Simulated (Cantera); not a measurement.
An isothermal, constant-pressure homogeneous reactor starts with H2 : O2 : N2 = 0.63 : 1 : 5 (molar parts), equivalence ratio 0.32, at 798 K and 0.415 atm. Integrator tolerance rtol = 1e-08.

Cantera simulation using GRI-Mech 3.0 (53 species, 325 reactions); the numbers are that mechanism's predictions, not measurements. Below about 950 K walls govern HO2 and H2O2 in real vessels. The temperature is held fixed by assumption; the heat of reaction is taken as removed at once.

Question: What does this change do: temperature 798 to 925 K?

Answer: 
| quantity | before | after |
|---|---|---|
| x(H2) at 8.00 s | 0.0950 (gas-phase equilibrium <1e-12) | 3.44e-5 (gas-phase equilibrium 3.68e-12) |
| x(O2) at 8.00 s | 0.151 (gas-phase equilibrium 0.108) | 0.108 (gas-phase equilibrium 0.108) |
| x(H) at 8.00 s | 6.69e-11 (gas-phase equilibrium <1e-12) | 1.34e-10 (gas-phase equilibrium <1e-12) |
| x(H2O2) at 8.00 s | 3.24e-6 (gas-phase equilibrium 2.37e-12) | 1.16e-7 (gas-phase equilibrium 2.13e-11) |
| x(NO) at 8.00 s | <1e-12 (gas-phase equilibrium 1.40e-6) | 1.91e-9 (gas-phase equilibrium 9.29e-6) |
